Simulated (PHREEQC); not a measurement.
0.029 g of hydrous ferric oxide (600 m²/g; 0.2 weak and 0.005 strong sites per Fe, Dzombak-Morel constants, diffuse double layer) in 1 kg of water with 0.001 mol/kgw of an inert sodium salt, at 25 °C; the pH is set by adding NaOH or the inert anion's acid. Oxygen is held at 0.21 atm. CO2 from the air is kept out. Precipitation was switched off in this run.

Base run: PHREEQC, ion-association model, wateq4f.dat. Each further column changes one thing. The table gives surface charge σ (C/m²).

```
pH      base  background salt from 0.001 to 0.0001 mol/kgw  oxide from 0.029 to 0.15 g/kgw  2.5e-05 mol/kgw Na2HAsO4 added
----  ------  --------------------------------------------  ------------------------------  ------------------------------
3      0.252                                           [?]                           0.254                           0.115
4.12   0.106                                           [?]                           0.108                             [?]
4.88   0.056                                           [?]                           0.056                           0.019
6      0.019                                         0.006                           0.019                           0.005
7.12   0.005                                           [?]                           0.005                          -0.001
7.88   0.001                                         0.000                           0.001                             [?]
9     -0.004                                        -0.001                          -0.004                          -0.009
```

Task: What belongs in the gaps?

Result: 
- 3, background salt from 0.001 to 0.0001 mol/kgw: 0.223
- 4.12, background salt from 0.001 to 0.0001 mol/kgw: 0.057
- 4.12, 2.5e-05 mol/kgw Na2HAsO4 added: 0.042
- 4.88, background salt from 0.001 to 0.0001 mol/kgw: 0.023
- 7.12, background salt from 0.001 to 0.0001 mol/kgw: 0.002
- 7.88, 2.5e-05 mol/kgw Na2HAsO4 added: -0.003

The oxide is taken as insoluble; below pH 4 it would dissolve.
